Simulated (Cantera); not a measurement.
## Gas-phase reforming

An isothermal, constant-pressure homogeneous reactor starts with CH4 : H2O : H2 = 1 : 0.66 : 0.36 (molar parts), at 2175 K and 12.0 bar.

Model: GRI-Mech 3.0 (53 species, 325 reactions), integrated in Cantera. GRI-Mech 3.0 stops at C3 and has no aromatics, soot or wall deposition, so with more carbon than oxygen in the feed, carbon stays in small species such as C2H2 where larger ones or solid carbon would form. The pressure lies above the range GRI-Mech 3.0 was tuned for (to about 10 atm).

```csv
t (s),x CH4,x H2O,x H2,x CH2,x H2O2
1.00e-6,0.426,0.318,0.220,2.93e-5,6.08e-10
7.29e-6,0.214,0.265,0.417,1.67e-5,3.92e-10
5.32e-5,0.0604,0.212,0.574,7.11e-6,2.29e-10
0.000388,0.0236,0.138,0.656,3.39e-6,9.06e-11
0.00283,0.0133,0.0327,0.740,1.19e-6,4.49e-12
0.0206,0.00952,0.000167,0.766,6.83e-7,<1e-12
0.150,0.00950,2.06e-5,0.766,6.81e-7,<1e-12
1.10,0.00950,2.06e-5,0.766,6.81e-7,<1e-12
8.00,0.00950,2.06e-5,0.766,6.81e-7,<1e-12
```
x: mole fraction; the columns are a selection and need not sum to one.

Equilibrium at this temperature and pressure: CH4 0.00950, H2O 2.09e-5, H2 0.766, CH2 6.81e-7, H2O2 <1e-12 (gas phase only).
